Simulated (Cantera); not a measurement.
Input: 1 mol SiH2Cl2, 0.87 mol C2H4, 320 mol H2, equilibrated at 1627 °C and 3.50 mbar.

Equilibrium computed with Cantera from the NASA thermochemical tables; the gas is ideal and each condensed phase is pure. Candidate condensed phases: C, C6H6, C7H8, C8H18, Si, SiC; 109 gas species. The numbers say what is thermodynamically allowed, not how fast it happens.

Base state: H2 0.980, H 0.0133, HCl 0.00606, C2H2 (acetylene) 0.000374, Si 0.000134, Cl 6.20e-5 (mole fractions); condensed: C(graphite) + SiC(s).

### Question
What changes in the equilibrium state with this change: temperature from 1627 °C to 1500 °C?

### Answer
```csv
species,before,after
H2,0.980,0.989
HCl,0.00606,0.00613
H,0.0133,0.00479
C2H2 (acetylene),0.000374,0.000139
Si,0.000134,1.30e-5
Cl,6.20e-5,2.28e-5
"C(graphite), mol",0.543,0.655
"SiC(s), mol",0.949,0.994
```

### Question
What changes in the equilibrium state with this change: temperature from 1627 °C to 1675 °C?

### Answer
| species | before | after |
|---|---|---|
| H2 | 0.980 | 0.974 |
| H | 0.0133 | 0.0189 |
| HCl | 0.00606 | 0.00602 |
| Si | 0.000134 | 0.000299 |
| SiH | 6.80e-6 | 1.34e-5 |
| Cl | 6.20e-5 | 8.74e-5 |
| C2H2 (acetylene) | 0.000374 | 0.000526 |
| C(graphite), mol | 0.543 | 0.501 |
| SiC(s), mol | 0.949 | 0.886 |

### Question
What changes in the equilibrium state with this change: temperature from 1627 °C to 1850 °C?

### Answer
```json
[
 {"species": "H2", "before": "0.980", "after": "0.931"},
 {"species": "H", "before": "0.0133", "after": "0.0585"},
 {"species": "HCl", "before": "0.00606", "after": "0.00569"},
 {"species": "Si", "before": "0.000134", "after": "0.00256"},
 {"species": "SiC2", "before": "3.39e-6", "after": "0.000181"},
 {"species": "Si2C", "before": "2.35e-6", "after": "7.13e-5"},
 {"species": "SiH", "before": "6.80e-6", "after": "7.54e-5"},
 {"species": "SiCl", "before": "2.39e-6", "after": "1.52e-5"},
 {"species": "SiH2", "before": "2.12e-6", "after": "1.01e-5"},
 {"species": "C(graphite), mol", "before": "0.543", "after": "0.559"},
 {"species": "SiC(s), mol", "before": "0.949", "after": "0"}
]
```
The tables' values for SiCl are old estimates; treat these amounts as uncertain. Gases not in the tables: Si2H6 and higher silanes.
